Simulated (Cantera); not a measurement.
# Abatement and gas-phase synthesis: H2S + O2

A closed system holds: 1 mol H2S, 0.66 mol O2, held at 502 °C.

Method: chemical equilibrium by Gibbs-energy minimisation in Cantera with the NASA 1993 tables (ideal gas, pure condensed phases). Candidate condensed phases: H2O, H2SO4, S; 19 gas species. The ideal-gas law is rough above about 30 bar. Gases not in the tables: S3 to S7. Kinetics and transport are ignored.

From 10.0 Pa to 0.770 bar nothing is condensed. From 15.0 bar to 300 bar the condensed part is S(l).

```
P (Pa)    x H2O      x S2  x SO2   x H2S      x S8     x S2O      x H2  n S(l)
--------  -----  --------  -----  ------  --------  --------  --------  ------
10        0.587     0.230  0.129  0.0501  4.12e-12  0.000797   0.00339       0
200       0.559     0.205  0.147  0.0867   2.08e-8   0.00165   0.00139       0
3900      0.518     0.170  0.171   0.136   7.34e-5   0.00326  0.000541       0
77000     0.546    0.0774  0.190   0.159    0.0241   0.00401  0.000211       0
1500000   0.702   0.00877  0.170  0.0885    0.0294   0.00155   7.92e-5   0.350
30000000  0.825  0.000438  0.148  0.0249   0.00147  0.000325   2.23e-5   0.781
```
x: gas mole fraction; n: condensed amount in mol.
